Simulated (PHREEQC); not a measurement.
Acid rinse or clean

A solution holds 0.17 mol HNO3 and 0.00039 mol MnSO4 per kg of water, at 25 °C. Closed to the air; pH follows from the charge balance.

Model: ion-association model, phreeqc.dat, run in PHREEQC.

Precipitation was switched off in this run.

Task: What pH, density, specific conductance does the model give?

Result: pH 0.86; density 1.003 g/cm³; specific conductance 57200 µS/cm.

Task: In which forms is Mn present?

Result: Mn+2 98 %, Mn(NO3)2 1.9 % of the Mn.

Species that the database lacks are ignored.
